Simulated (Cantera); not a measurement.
Feed: 1 mol Al(CH3)3, 0.82 mol NH3, 17 mol N2, held at 650 K and 750 Torr.

Equilibrium computed with Cantera from the NASA thermochemical tables; the gas is ideal and each condensed phase is pure. Candidate condensed phases: Al, AlN, C, C6H6, C7H8, C8H18; 97 gas species. The feed counts by its element totals alone. Kinetics and transport are ignored.

What is the equilibrium state?


```json
{
 "x(N2)": "0.828",
 "x(CH4)": "0.108",
 "x(H2)": "0.0644",
 "x(NH3)": "0.000278",
 "n(AlN(s))": "1.00 mol",
 "n(C(graphite))": "0.797 mol",
 "gas_amount": "20.43 mol",
 "log10 activity of Al(s) (absent)": "-20.03"
}
```
